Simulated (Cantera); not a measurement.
Feed: 1 mol MgO, 0.21 mol SO3, 0.17 mol O2, held at 24.0 mbar.

Method: chemical equilibrium by Gibbs-energy minimisation in Cantera with the NASA 1993 tables (ideal gas, pure condensed phases). Candidate condensed phases: Mg, MgO, MgS, MgSO4, S; 14 gas species. Kinetics and transport are ignored.

### Question
At 1300 K, list the 3 most abundant gas species with their mole fractions, and the condensed phases.

### Answer
O2 0.566, SO2 0.428, SO3 0.00609. Condensed: MgO(s).
